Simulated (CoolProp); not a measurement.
The fluid at 284.63 K and 0.0637 MPa is compressed adiabatically to 0.387 MPa with isentropic efficiency 0.85. The same conditions are run with several fluids, on thermodynamics alone (safety and materials aside).

Values from CoolProp's reference Helmholtz-energy equation of state of each fluid (c-C4F8 (RC318): Platzer 1990; R227EA: Lemmon 2016; cis-2-butene: Lemmon 2005; sulfur dioxide: Gao 2016). The equations of Platzer and Polt are older, rougher fits.

Q: Rank c-C4F8 (RC318), R227EA, cis-2-butene, sulfur dioxide by work (kJ/kg), highest first.

A: cis-2-butene (94.4), sulfur dioxide (93.3), R227EA (29.9), c-C4F8 (RC318) (25.1)

| fluid | final temperature (K) | final density (kg/m³) |
|---|---|---|
| c-C4F8 (RC318) | 320.8 | 32.1 |
| R227EA | 325.9 | 26.4 |
| cis-2-butene | 352.5 | 7.95 |
| sulfur dioxide | 429.5 | 7.06 |
